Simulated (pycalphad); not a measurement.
All values are pycalphad results on the COST 507 light-alloy database (1999) (1 atm), not direct measurements. No gas phase is included, though pure Al would boil below 2527 °C. These are 1990s assessments: newer ones move some temperatures and phases. Phase fractions are per mole of atoms.

Q: Give the equilibrium state of Al-72.15C (at.%) at 1327 °C.

A: graphite, fraction 0.513, with 100 C at.%; AL4C3, fraction 0.487, with 42.9 C at.%.

Q: Give the equilibrium state of Al-72.15C (at.%) at 2527 °C.

A: 
```
T = 2800.00 K, P = 101325 Pa, N = 1 mol of atoms
G = -121969 J/mol, H = 85362 J/mol, S = 74.05 J/(mol K)  (SER reference)
chemical potentials (J/mol): Al -224987, C -82204
phase             fraction      x(Al)       x(C)
GRAPHITE            0.5807       none     1.0000
LIQUID              0.4193     0.6642     0.3358
```

Database names, with the compositions (at.%) that they take in these runs: AL4C3: Al 57 C 43. An entry "none" or "no" means that the model of the phase leaves that element out.
